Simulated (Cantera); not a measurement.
**Carbon deposition, reforming and gasification: C₂H₆ + NH₃ + H₂**

Feed: 1 mol C₂H₆, 0.018 mol NH₃, 25 mol H₂, equilibrated at 2575 °C.

Equilibrium computed with Cantera from the NASA thermochemical tables; the gas is ideal and each condensed phase is pure. Candidate condensed phases: C, C₆H₆, C₇H₈, C₈H₁₈; 92 gas species. The ideal-gas law is rough above about 30 bar. Kinetics and transport are ignored.

From 10.0 Pa to 100 bar nothing is condensed. The main C-bearing gas is C at 10.0 Pa and C₂H₂ (acetylene) at 100 bar.

```json
[
 {"P (Pa)": "10", "x H": "0.964", "x H₂": "0.00995", "x C₂H₂ (acetylene)": "1.31e-5", "x C": "0.0203", "x C₃": "0.00349", "x CH₄": "<1e-12"},
 {"P (Pa)": "160", "x H": "0.856", "x H₂": "0.126", "x C₂H₂ (acetylene)": "0.00187", "x C": "0.00427", "x C₃": "0.00832", "x CH₄": "1.44e-9"},
 {"P (Pa)": "2500", "x H": "0.445", "x H₂": "0.529", "x C₂H₂ (acetylene)": "0.0204", "x C": "0.000440", "x C₃": "0.00222", "x CH₄": "6.43e-7"},
 {"P (Pa)": "40000", "x H": "0.139", "x H₂": "0.828", "x C₂H₂ (acetylene)": "0.0308", "x C": "2.70e-5", "x C₃": "0.000131", "x CH₄": "2.47e-5"},
 {"P (Pa)": "630000", "x H": "0.0371", "x H₂": "0.928", "x C₂H₂ (acetylene)": "0.0329", "x C": "1.67e-6", "x C₃": "7.77e-6", "x CH₄": "0.000478"},
 {"P (Pa)": "10000000", "x H": "0.00942", "x H₂": "0.951", "x C₂H₂ (acetylene)": "0.0293", "x C": "9.81e-8", "x C₃": "3.95e-7", "x CH₄": "0.00741"}
]
```
x: gas mole fraction; nothing condenses.
